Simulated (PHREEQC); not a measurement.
# Leach liquor: an equilibrium model

Solution (25 °C): 0.036 mol/kgw H2SO4 and 0.025 mol/kgw Li2SO4. Closed to the air; pH follows from the charge balance.

Computed with PHREEQC (ion-association model, phreeqc.dat).

```
Quantity                     Result
--------------------  -------------
pH                             1.51
ionic strength        0.110 mol/kgw
specific conductance    16600 µS/cm
density                 1.002 g/cm³
total alkalinity       -72.0 meq/kg
```

```
species  molality  activity   log γ
-------  --------  --------  ------
Li+        0.0481    0.0380  -0.102
H+         0.0376    0.0309  -0.085
HSO4-      0.0344    0.0267  -0.110
SO4-2      0.0247   0.00890  -0.443
LiSO4-    0.00190   0.00148  -0.110
```

No solid was allowed to form. Species that the database lacks are ignored.
